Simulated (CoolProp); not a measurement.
Computed with CoolProp (reference Helmholtz-energy equation of state, Platzer 1990). This equation is an older, rougher fit.

### Question
For CF4 (R14), give the phase and the cp (kJ/(kg K)), speed of sound (m/s) at 338.5 K and 0.0122 MPa; 338.5 K and 0.106 MPa.

### Answer
- 338.5 K and 0.0122 MPa: gas; cp 0.752, speed of sound 191
- 338.5 K and 0.106 MPa: gas; cp 0.753, speed of sound 191
